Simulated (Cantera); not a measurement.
Input: 1 mol Si2H6, 1.7 mol H2O, 140 mol N2, equilibrated at 1252 °C.

Equilibrium computed with Cantera from the NASA thermochemical tables; the gas is ideal and each condensed phase is pure. Candidate condensed phases: H2O, Si, SiO2, Si2N2O, Si3N4; 35 gas species. The feed counts by its element totals alone. Kinetics and transport are ignored.

Problem. At 5.00 Pa, list the 5 most abundant gas species with their mole fractions, and the condensed phases.

Solution. N2 0.956, H2 0.0318, SiO 0.0116, H 0.000596, Si 0.000378. Condensed: Si(s).
